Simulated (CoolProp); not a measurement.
Values from CoolProp's reference Helmholtz-energy equation of state, Thol 2021.

Task: Give the vapour pressure (bar), liquid density (kg/m³), vapour density (kg/m³), enthalpy of vaporisation (kJ/kg) of saturated chlorine at 324, 347.7 K.

Result: 
```json
[
 {"T (K)": "324", "p (bar)": "14.7", "liquid density (kg/m³)": "1310", "vapour density (kg/m³)": "46.4", "enthalpy of vaporisation (kJ/kg)": "226"},
 {"T (K)": "347.7", "p (bar)": "24.3", "liquid density (kg/m³)": "1220", "vapour density (kg/m³)": "77.5", "enthalpy of vaporisation (kJ/kg)": "201"}
]
```
